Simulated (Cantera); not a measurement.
What does this Cantera script print?

```python
import numpy as np
import cantera as ct

gas_names = """
    CL CL2 N N2 Si SiCL SiCL2 SiCL3 SiCL4 SiN Si2 Si2N Si3
""".split()
cond_names = """
    Si(cr) Si(L) Si3N4(a)
""".split()


# ... load() reads the species with a 1 bar reference pressure and builds the phases ...
atoms = {
    'Si2Cl6': {'Si': 2, 'CL': 6},
    'N2': {'N': 2},
}
top_T = {'Si3N4(a)': 2400}  # K; cautious upper limits of use, not melting points


# ... equilibrate(T, P, feed) seeds the gas with the atoms and calls Mixture.equilibrate('TP', solver="vcs", rtol=1e-11, max_steps=5000) ...
results = []
feed = {'Si2Cl6': 1, 'N2': 8.9}  # mol
P = 5800  # Pa
for T in [1123, 1148, 1173, 1198, 1223, 1248, 1273, 1298, 1323, 1348, 1373, 1398]:
    mix = equilibrate(T, P, feed)
    results.append((T, P, feed, dict(zip(mix.species_names, mix.species_moles))))

top = {s: max(r[3][s] / sum(r[3][g] for g in gas_names) for r in results) for s in gas_names}
cols = sorted((s for s in top if top[s] > 0.001), key=lambda s: -top[s])[:5]
seen = [c for c in cond_names if any(r[3].get(c, 0) > 1e-12 for r in results)]
print("log10 of partial pressures in bar; condensed amounts in mol")
print(f"{'T/K':>10s}" + "".join(f"{s[:9]:>10s}" for s in cols + seen))
for T, P, feed, n in results:
    ng = sum(n[g] for g in gas_names)
    print(f"{T:10.4g}" + "".join(f"{np.log10(max(n[s] / ng * P / 1e5, 1e-99)):10.3f}" for s in cols)
          + "".join(f"{n.get(c, 0):10.4g}" for c in seen))
```

It prints:

```
log10 of partial pressures in bar; condensed amounts in mol
       T/K        N2     SiCL4     SiCL3     SiCL2  Si3N4(a)
      1123    -1.307    -2.065    -4.423    -5.687    0.1661
      1148    -1.307    -2.066    -4.256    -5.404    0.1658
      1173    -1.307    -2.067    -4.097    -5.132    0.1653
      1198    -1.307    -2.068    -3.944    -4.873    0.1646
      1223    -1.307    -2.071    -3.799    -4.625    0.1637
      1248    -1.307    -2.074    -3.660    -4.388    0.1623
      1273    -1.307    -2.078    -3.527    -4.160    0.1604
      1298    -1.308    -2.084    -3.402    -3.943    0.1576
      1323    -1.308    -2.091    -3.282    -3.735    0.1537
      1348    -1.309    -2.102    -3.170    -3.537    0.1483
      1373    -1.310    -2.116    -3.064    -3.348    0.1409
      1398    -1.311    -2.134    -2.966    -3.168    0.1308
```

These are equilibrium values from Cantera (NASA tables, ideal gas, pure condensed phases), not measurements of a reactor. The feed counts by its element totals alone. N2 is the only nitrogen source here; it is nearly inert below about 1500 K, so the nitride shown seldom forms there in practice. The tables' values for SiCl3 are old estimates; treat these amounts as uncertain.
